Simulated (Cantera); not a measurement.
Feed: 1 mol MgO, 0.7 mol CH₄, 0.5 mol CO, equilibrated at 1652 °C and 133 Pa.

These are equilibrium values from Cantera (NASA tables, ideal gas, pure condensed phases), not measurements of a reactor. Candidate condensed phases: C, C₆H₆, C₇H₈, C₈H₁₈, H₂O, Mg, MgCO₃, MgO, Mg(OH)₂; 116 gas species. The tables' values for MgH are old estimates; treat these amounts as uncertain. Equilibrium is a limit: real reactors are often held back by kinetics, nucleation or transport.

Base state: H₂ 0.402, CO 0.356, Mg 0.217, H 0.0166, H₂O 0.00693, CO₂ 0.00143, MgH 7.43e-5, MgOH 6.40e-5 (mole fractions); condensed: MgO(s).

What changes in the equilibrium state with this change: temperature from 1652 °C to 1550 °C?


```tsv
species	before	after
H₂	0.402	0.417
CO	0.356	0.361
Mg	0.217	0.213
H	0.0166	0.00767
H₂O	0.00693	0.00138
OH	2.47e-5	1.77e-6
CO₂	0.00143	0.000307
MgOH	6.40e-5	1.52e-5
MgH	7.43e-5	6.91e-5
MgO(s), mol	0.272	0.294
```

What changes in the equilibrium state with this change: temperature from 1652 °C to 1377 °C?


```json
[
 {"species": "H₂", "before": "0.402", "after": "0.423"},
 {"species": "CO", "before": "0.356", "after": "0.363"},
 {"species": "Mg", "before": "0.217", "after": "0.212"},
 {"species": "H", "before": "0.0166", "after": "0.00162"},
 {"species": "OH", "before": "2.47e-5", "after": "8.77e-9"},
 {"species": "H₂O", "before": "0.00693", "after": "5.08e-5"},
 {"species": "CO₂", "before": "0.00143", "after": "1.36e-5"},
 {"species": "MgOH", "before": "6.40e-5", "after": "8.43e-7"},
 {"species": "MgH", "before": "7.43e-5", "after": "6.03e-5"},
 {"species": "MgO(s), mol", "before": "0.272", "after": "0.300"}
]
```
